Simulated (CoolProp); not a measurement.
A single-stage vapour-compression cycle with ammonia: evaporating at 265.15 K (dew point), condensing at 295.15 K (bubble point), superheat 0 K, subcooling 2 K, compressor efficiency 0.75, no pressure losses. Each further row changes one setting.

The numbers come from the reference Helmholtz-energy equation of state, Gao 2020 in CoolProp.

```tsv
case	cooling COP	pressure ratio	discharge temperature (K)	refrigerating effect (kJ/kg)	volumetric capacity (kJ/m³)
as stated	5.92	2.90	357.7	1160	2990
evaporating temperature 270.15 K	7.38	2.38	344.8	1160	3610
condensing temperature 290.15 K	7.24	2.47	342.4	1180	3050
subcooling 7 K	6.04	2.90	357.7	1180	3050
superheat 10 K	5.77	2.90	371.8	1180	2920
compressor efficiency 0.65	5.13	2.90	370.0	1160	2990
```
